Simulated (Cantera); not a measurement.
Feed: 1 mol S, 9.4 mol H2O, 3.9 mol N2, at 2.18 Torr.

Cantera equilibrium calculation (NASA polynomials, part measured and part estimated; ideal gas, pure solids and liquids). Candidate condensed phases: H2O, H2SO4, S; 35 gas species. Equilibrium is a limit: real reactors are often held back by kinetics, nucleation or transport.

Question: At 1998 K, list the 7 most abundant gas species with their mole fractions, and the condensed phases.

Answer: H2O 0.516, N2 0.270, H2 0.128, SO2 0.0610, H 0.0107, SO 0.00776, OH 0.00428. Condensed: gas only.
